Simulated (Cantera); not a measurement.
Input (Python, Cantera) and output of one run.

```python
import numpy as np
import cantera as ct

gas_names = """
    H H2 N NH NH2 NH3 N2 N2H2 N2H4 Pb Pb2
""".split()
cond_names = """
    Pb(cr) Pb(L)
""".split()


# ... load() reads the species with a 1 bar reference pressure and builds the phases ...
atoms = {
    'Pb': {'Pb': 1},
    'NH3': {'N': 1, 'H': 3},
    'N2': {'N': 2},
}
top_T = {}  # K; cautious upper limits of use, not melting points


# ... equilibrate(T, P, feed) seeds the gas with the atoms and calls Mixture.equilibrate('TP', solver="vcs", rtol=1e-11, max_steps=5000) ...
results = []
feed = {'Pb': 1, 'NH3': 0.19, 'N2': 200}  # mol
T = 1548  # K
P = 1200000  # Pa
mix = equilibrate(T, P, feed)
results.append((T, P, feed, dict(zip(mix.species_names, mix.species_moles))))
print(gas.report(threshold=0.0001))
for i in range(1, mix.n_phases):
    print(f"{mix.phase(i).name:16s} {mix.phase_moles(i):12.5e} mol")
```

Output:

```
       temperature   1548 K
          pressure   1.2e+06 Pa
           density   2.662 kg/m^3
  mean mol. weight   28.552 kg/kmol
   phase of matter   gas

                          1 kg             1 kmol
                     ---------------   ---------------
          enthalpy        1.4227e+06         4.062e+07  J
   internal energy        9.7187e+05        2.7749e+07  J
           entropy            7788.1        2.2237e+05  J/K
    Gibbs function       -1.0633e+07        -3.036e+08  J
 heat capacity c_p            1221.4             34872  J/K
 heat capacity c_v            930.16             26558  J/K

                      mass frac. Y      mole frac. X     chem. pot. / RT
                     ---------------   ---------------   ---------------
                H2        0.00010009         0.0014175           -22.769
                N2           0.97662           0.99538           -23.629
                Pb          0.023252         0.0032041           -11.285
     [   +8 minor]        2.6218e-05        2.1733e-06

Pb(L)             3.55171e-01 mol
```

These are equilibrium values from Cantera (NASA tables, ideal gas, pure condensed phases), not measurements of a reactor.
